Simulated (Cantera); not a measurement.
## Boron, boron nitride and boron oxide: B2O3 + O2 + H2

Input: 1 mol B2O3, 0.18 mol O2, a varied amount of H2, equilibrated at 1450 °C and 20.0 Pa.

Equilibrium computed with Cantera from the NASA thermochemical tables; the gas is ideal and each condensed phase is pure. Candidate condensed phases: B, B2O3, B3O3H3, H2O; 23 gas species. Equilibrium is a limit: real reactors are often held back by kinetics, nucleation or transport.

```json
[
 {"n(H2) (mol)": "0.62", "x H2": "0.151", "x B2O3": "0.410", "x HBO2": "0.401", "x H2O": "0.0247", "x HBO": "0.00446", "x H": "0.00502"},
 {"n(H2) (mol)": "0.82", "x H2": "0.239", "x B2O3": "0.360", "x HBO2": "0.360", "x H2O": "0.0226", "x HBO": "0.00690", "x H": "0.00630"},
 {"n(H2) (mol)": "1.1", "x H2": "0.334", "x B2O3": "0.308", "x HBO2": "0.315", "x H2O": "0.0204", "x HBO": "0.00940", "x H": "0.00745"},
 {"n(H2) (mol)": "1.5", "x H2": "0.433", "x B2O3": "0.253", "x HBO2": "0.269", "x H2O": "0.0180", "x HBO": "0.0118", "x H": "0.00849"},
 {"n(H2) (mol)": "1.9", "x H2": "0.506", "x B2O3": "0.214", "x HBO2": "0.235", "x H2O": "0.0162", "x HBO": "0.0133", "x H": "0.00917"},
 {"n(H2) (mol)": "2.6", "x H2": "0.594", "x B2O3": "0.168", "x HBO2": "0.193", "x H2O": "0.0140", "x HBO": "0.0149", "x H": "0.00994"},
 {"n(H2) (mol)": "3.4", "x H2": "0.661", "x B2O3": "0.133", "x HBO2": "0.161", "x H2O": "0.0123", "x HBO": "0.0157", "x H": "0.0105"},
 {"n(H2) (mol)": "4.5", "x H2": "0.721", "x B2O3": "0.102", "x HBO2": "0.132", "x H2O": "0.0108", "x HBO": "0.0161", "x H": "0.0110"},
 {"n(H2) (mol)": "6", "x H2": "0.774", "x B2O3": "0.0766", "x HBO2": "0.107", "x H2O": "0.00937", "x HBO": "0.0160", "x H": "0.0113"},
 {"n(H2) (mol)": "7.9", "x H2": "0.816", "x B2O3": "0.0570", "x HBO2": "0.0862", "x H2O": "0.00821", "x HBO": "0.0156", "x H": "0.0116"},
 {"n(H2) (mol)": "11", "x H2": "0.856", "x B2O3": "0.0392", "x HBO2": "0.0661", "x H2O": "0.00704", "x HBO": "0.0146", "x H": "0.0119"},
 {"n(H2) (mol)": "14", "x H2": "0.880", "x B2O3": "0.0294", "x HBO2": "0.0542", "x H2O": "0.00631", "x HBO": "0.0137", "x H": "0.0121"},
 {"n(H2) (mol)": "18", "x H2": "0.900", "x B2O3": "0.0215", "x HBO2": "0.0439", "x H2O": "0.00565", "x HBO": "0.0127", "x H": "0.0122"}
]
```
x: gas mole fraction; nothing condenses.

From 0.62 mol H2 to 18 mol H2 nothing is condensed. The main B-bearing gas is B2O3 at 0.62 mol H2 and HBO2 at 18 mol H2.
